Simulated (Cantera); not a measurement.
An isothermal, constant-pressure homogeneous reactor starts with N2O : N2 = 1 : 0.78 (molar parts), at 1175 K and 3.75 Torr.

Model: GRI-Mech 3.0 (53 species, 325 reactions), integrated in Cantera. GRI-Mech 3.0 was tuned for natural gas; its chemistry of N2O as a main component is partial and can be far from experiment. Radical loss at walls, strong at low pressure, is not modelled. The mechanism lacks the step 2 NO + O2 → 2 NO2, which can matter for NO2 below about 1400 K. The temperature is held fixed by assumption; the heat of reaction is taken as removed at once.

**Question.** Predict: x(N2O) at 200 s; x(NO2) at 200 s; x(NO) at 200 s; x(O2) at 200 s; x(N2) at 200 s; x(O) at 200 s.

**Answer.** 
```json
{
 "x(N2O) at 200 s": "0.353 (gas-phase equilibrium 8.24e-10)",
 "x(NO2) at 200 s": "1.45e-6 (gas-phase equilibrium 2.26e-7)",
 "x(NO) at 200 s": "0.0155 (gas-phase equilibrium 0.000165)",
 "x(O2) at 200 s": "0.0739 (gas-phase equilibrium 0.219)",
 "x(N2) at 200 s": "0.558 (gas-phase equilibrium 0.781)",
 "x(O) at 200 s": "1.23e-6 (gas-phase equilibrium 9.73e-8)"
}
```
